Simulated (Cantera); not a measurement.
Feed: 1 mol V, 1.1 mol NH3, equilibrated at 0.00360 Torr.

Method: chemical equilibrium by Gibbs-energy minimisation in Cantera with the NASA 1993 tables (ideal gas, pure condensed phases). Candidate condensed phases: V, VN; 11 gas species. Mutual solubility and eutectic melting of coexisting phases are not modelled. VN: taken at fixed stoichiometry. Condensed phases not in the tables: V2N, N, O or C dissolved in the metal. Rates play no part.

Task: What share of the V ends up in condensed phases as a function of T (K), at 1275, 1375, 1475, 1575, 1675, 1775, 1875, 1975, 2075?

Result: 
| T (K) | V condensed (%) | as |
|---|---|---|
| 1275 | 100.0 | VN(s) |
| 1375 | 100.0 | VN(s) |
| 1475 | 100.0 | V(s) + VN(s) |
| 1575 | 100.0 | V(s) |
| 1675 | 99.7 | V(s) |
| 1775 | 97.6 | V(s) |
| 1875 | 83.1 | V(s) |
| 1975 | 0.0 | - |
| 2075 | 0.0 | - |
